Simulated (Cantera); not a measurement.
A closed system holds: 1 mol ZrO2, 2.2 mol H2, 3.8 mol H2O, at 10.0 mbar.

These are equilibrium values from Cantera (NASA tables, ideal gas, pure condensed phases), not measurements of a reactor. Candidate condensed phases: H2O, Zr, ZrO2; 12 gas species. Rates play no part.

### Question
Which condensed phases are stable at each of these points (T (K)): 1350, 1450, 1550, 1650, 1750, 1850, 1950, 2050?

### Answer
```csv
T (K),condensed phases,Zr condensed (%)
1350,ZrO2(monoclinic),100.0
1450,ZrO2(monoclinic),100.0
1550,ZrO2(tetragonal),100.0
1650,ZrO2(tetragonal),100.0
1750,ZrO2(tetragonal),100.0
1850,ZrO2(tetragonal),100.0
1950,ZrO2(tetragonal),100.0
2050,ZrO2(tetragonal),100.0
```

From 1350 K to 1450 K the condensed part is ZrO2(monoclinic). From 1550 K to 2050 K the condensed part is ZrO2(tetragonal).
